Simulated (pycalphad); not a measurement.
An equivalent pycalphad script:

```python
from pycalphad import Database, equilibrium, calculate, variables as v
import numpy as np
db = Database('COST507.tdb')
comps = ['AL', 'SI', 'FE', 'VA']
phases = ['AL13FE4', 'AL2FE', 'AL5FE2', 'AL5FE4', 'ALFESI_ALPHA', 'ALFESI_BETA', 'ALFESI_DELTA', 'ALFESI_GAMMA', 'ALFESI_TAU1', 'ALFESI_TAU3', 'BCC_B2', 'DIAMOND_A4', 'FCC_A1', 'FE2SI', 'FE5SI3', 'FESI', 'FESI2_H', 'FESI2_L', 'LIQUID']
eq = equilibrium(db, comps, phases, {v.X('SI'): 0.1227, v.X('FE'): 0.0025, v.T: np.arange(1850, 499, -75), v.P: 101325, v.N: 1}, output=['HM', 'SM'])
```

Computed with pycalphad from the COST 507 light-alloy database (1999), at 1 atm. These are 1990s assessments: newer ones move some temperatures and phases. Phase fractions are per mole of atoms.

Results at three of the temperatures:

```
T = 1400.00 K, P = 101325 Pa, N = 1 mol of atoms
G = -76566 J/mol, H = 46316 J/mol, S = 87.77 J/(mol K)  (SER reference)
chemical potentials (J/mol): Al -76079, Si -77470, Fe -202617
phase             fraction      x(Al)      x(Si)      x(Fe)
LIQUID              1.0000     0.8748     0.1227     0.0025
```

```
T = 875.00 K, P = 101325 Pa, N = 1 mol of atoms
G = -34030 J/mol, H = 29992 J/mol, S = 73.17 J/(mol K)  (SER reference)
chemical potentials (J/mol): Al -34858, Si -25789, Fe -148554
phase             fraction      x(Al)      x(Si)      x(Fe)
LIQUID              1.0000     0.8748     0.1227     0.0025
```

```
T = 800.00 K, P = 101325 Pa, N = 1 mol of atoms
G = -29446 J/mol, H = 13673 J/mol, S = 53.90 J/(mol K)  (SER reference)
chemical potentials (J/mol): Al -30239, Si -21475, Fe -143200
phase             fraction      x(Al)      x(Si)      x(Fe)
FCC_A1              0.8717     0.9902     0.0098   1.25e-05
DIAMOND_A4          0.1117    3.3e-07     1.0000       none
ALFESI_BETA         0.0166     0.7000     0.1500     0.1500
```

Changes of the phase set, refined by bisection:

| T (K) | phases above | phases below |
|---|---|---|
| 851.8 | LIQUID | DIAMOND_A4 + LIQUID |
| 849.0 | DIAMOND_A4 + LIQUID | DIAMOND_A4 + FCC_A1 + LIQUID |
| 848.9 | DIAMOND_A4 + FCC_A1 + LIQUID | ALFESI_BETA + DIAMOND_A4 + FCC_A1 |

Database names, with the compositions (at.%) that they take in these runs: ALFESI_BETA: Al 70 Si 15 Fe 15. FCC_A1 is fcc; DIAMOND_A4 is diamond (Si). An entry "none" or "no" means that the model of the phase leaves that element out.
